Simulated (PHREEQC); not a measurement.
A column of 0.2 m (40 cells, dispersivity 0.007 m, 3600 s a shift, diffusion coefficient 3e-10 m²/s) holds 0.019 eq of the database's cation exchanger X per kg of pore water, first in equilibrium with 37 mmol/kgw CaCl2, 29 mmol/kgw SrCl2 and 0.01 mmol/kgw HCl. It is flushed with 0.0027 mol NaCl, 0.011 mol CdCl2, 0.00036 mol PbCl2 and 1e-05 mol HCl per kg of water, at 40 °C. Values are for the last cell. The system is closed to CO2. No solid was allowed to form.

Base run: PHREEQC, ion-association model, phreeqc.dat. Each further column changes one thing. The table gives Cd in solution (mol/kgw).

```tsv
pore volumes	base	exchange capacity from 0.019 to 0.0095 eq/kgw	dispersivity from 0.007 to 0.014 m
0	0	0	0
0.6375	0.000451	0.000531	0.00124
1.137	0.00409	0.00549	0.00500
1.762	0.00599	0.00794	0.00641
2.263	0.00796	0.00963	0.00768
2.888	0.00947	0.0106	0.00904
3.388	0.0101	0.0109	0.00975
4.013	0.0106	0.0110	0.0103
```

At this temperature some constants are extrapolated from 25 °C, and those without enthalpy data are left unchanged.
